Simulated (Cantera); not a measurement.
A closed system holds: 1 mol Si, 1.1 mol Cl2, 0.25 mol N2.

Points: T (K) = 450, 600, 750, 900, 1050, 1200, 1350, 1500, 1650; P (Pa) = 1, 5.2, 27, 140, 720, 3700, 19000, 100000.

Cantera's Mixture.equilibrate('TP', solver="vcs", rtol=1e-11, max_steps=5000) on the NASA tables stopped like this:

```
ERROR: FAILURE its = 5001!

*******************************************************************************
CanteraError thrown by MultiPhase::equilibrate:
VCS solver failed. Return code: -1
*******************************************************************************
```

Task: What got this run through?

Result: Several could match; the one computed here: The failure is numerical, not chemical. The same input converged with solver="gibbs", rtol=1e-10, max_steps=50000, and the result passed a check of the equilibrium conditions:
```
    450          1  Si(cr) + Si3N4(a)
    600          1  Si(cr) + Si3N4(a)
    750          1  Si(cr) + Si3N4(a)
    900          1  Si(cr) + Si3N4(a)
   1050          1  Si3N4(a)
   1200          1  Si3N4(a)
   1350          1  gas only
   1500          1  gas only
   1650          1  gas only
    450        5.2  Si(cr) + Si3N4(a)
    600        5.2  Si(cr) + Si3N4(a)
    750        5.2  Si(cr) + Si3N4(a)
    900        5.2  Si(cr) + Si3N4(a)
   1050        5.2  Si3N4(a)
   1200        5.2  Si3N4(a)
   1350        5.2  gas only
   1500        5.2  gas only
   1650        5.2  gas only
    450         27  Si(cr) + Si3N4(a)
    600         27  Si(cr) + Si3N4(a)
    750         27  Si(cr) + Si3N4(a)
    900         27  Si(cr) + Si3N4(a)
   1050         27  Si(cr) + Si3N4(a)
   1200         27  Si3N4(a)
   1350         27  Si3N4(a)
   1500         27  gas only
   1650         27  gas only
    450        140  Si(cr) + Si3N4(a)
    600        140  Si(cr) + Si3N4(a)
    750        140  Si(cr) + Si3N4(a)
    900        140  Si(cr) + Si3N4(a)
   1050        140  Si(cr) + Si3N4(a)
   1200        140  Si3N4(a)
   1350        140  Si3N4(a)
   1500        140  gas only
   1650        140  gas only
    450        720  Si(cr) + Si3N4(a)
    600        720  Si(cr) + Si3N4(a)
    750        720  Si(cr) + Si3N4(a)
    900        720  Si(cr) + Si3N4(a)
   1050        720  Si(cr) + Si3N4(a)
   1200        720  Si(cr) + Si3N4(a)
   1350        720  Si3N4(a)
   1500        720  Si3N4(a)
   1650        720  gas only
    450       3700  Si(cr) + Si3N4(a)
    600       3700  Si(cr) + Si3N4(a)
    750       3700  Si(cr) + Si3N4(a)
    900       3700  Si(cr) + Si3N4(a)
   1050       3700  Si(cr) + Si3N4(a)
   1200       3700  Si(cr) + Si3N4(a)
   1350       3700  Si3N4(a)
   1500       3700  Si3N4(a)
   1650       3700  Si3N4(a)
    450    1.9e+04  Si(cr) + Si3N4(a)
    600    1.9e+04  Si(cr) + Si3N4(a)
    750    1.9e+04  Si(cr) + Si3N4(a)
    900    1.9e+04  Si(cr) + Si3N4(a)
   1050    1.9e+04  Si(cr) + Si3N4(a)
   1200    1.9e+04  Si(cr) + Si3N4(a)
   1350    1.9e+04  Si3N4(a)
   1500    1.9e+04  Si3N4(a)
   1650    1.9e+04  Si3N4(a)
    450      1e+05  Si(cr) + Si3N4(a)
    600      1e+05  Si(cr) + Si3N4(a)
    750      1e+05  Si(cr) + Si3N4(a)
    900      1e+05  Si(cr) + Si3N4(a)
   1050      1e+05  Si(cr) + Si3N4(a)
   1200      1e+05  Si(cr) + Si3N4(a)
   1350      1e+05  Si(cr) + Si3N4(a)
   1500      1e+05  Si3N4(a)
   1650      1e+05  Si3N4(a)
```

The gas is ideal and each condensed phase is pure. N2 is the only nitrogen source here; it is nearly inert below about 1500 K, so the nitride shown seldom forms there in practice. Mutual solubility and eutectic melting of coexisting phases are not modelled. The tables' values for SiCl3 are old estimates.
